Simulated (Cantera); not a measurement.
A closed system holds: 1 mol B, 28 mol NH3, 130 mol N2, at 1048.15 K and 0.820 bar.

Cantera equilibrium calculation (NASA polynomials, part measured and part estimated; ideal gas, pure solids and liquids). Candidate condensed phases: B, BN; 15 gas species. Equilibrium is a limit: real reactors are often held back by kinetics, nucleation or transport.

Task: What is the equilibrium state?

Result: 
| Quantity | Result |
|---|---|
| x(N2) | 0.774 |
| x(H2) | 0.226 |
| x(NH3) | 3.33e-5 |
| n(BN(s)) | 1.00 mol |
| gas amount | 185.5 mol |
| log10 activity of B(s) (absent) | -7.79 |
